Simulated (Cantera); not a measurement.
An isothermal plug-flow reactor at 900 K and 3230 Torr (inlet), inlet velocity 0.094 m/s, active area per volume 2200 1/m; feed 0.455 % CH4, 2.05 % O2, 89.8 % N2, 7.73 % H2O.

Cantera simulation using Deutschmann's 1995 Pt surface mechanism with GRI-Mech 3.0 gas chemistry; the numbers are that mechanism's predictions, not measurements. Catalytic surfaces can have several steady states; this one follows from the mechanism file's or the stated starting coverage. Mass transfer to the wall is taken as infinitely fast.

Task: Predict: x(CH4) at z = 0.0031 m; x(O2) at z = 0.0031 m; x(H2O) at z = 0.0031 m; x(CO2) at z = 0.0031 m; x(CO) at z = 0.0031 m; θ(free Pt) at the exit; θ(O*) at the exit; θ(OH*) at the exit.

Result: 
```json
{
  "x(CH4) at z = 0.0031 m": "0.00125",
  "x(O2) at z = 0.0031 m": "0.0139",
  "x(H2O) at z = 0.0031 m": "0.0838",
  "x(CO2) at z = 0.0031 m": "0.00327",
  "x(CO) at z = 0.0031 m": "3.79e-7",
  "θ(free Pt) at the exit": "0.117",
  "θ(O*) at the exit": "0.870",
  "θ(OH*) at the exit": "0.0127"
}
```
